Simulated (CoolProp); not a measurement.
The numbers come from the reference Helmholtz-energy equation of state, Tillner-Roth 1997 in CoolProp.

Task: Give the vapour pressure (MPa), liquid density (kg/m³), vapour density (kg/m³), surface tension (mN/m) of saturated CH2F2 (R32) at -42.75 °C.

Result: 
```json
[
 {"T (°C)": "-42.75", "p (MPa)": "0.156", "liquid density (kg/m³)": "1190", "vapour density (kg/m³)": "4.49", "surface tension (mN/m)": "18.9"}
]
```

Surface tension comes from a separate correlation (Mulero 2012).
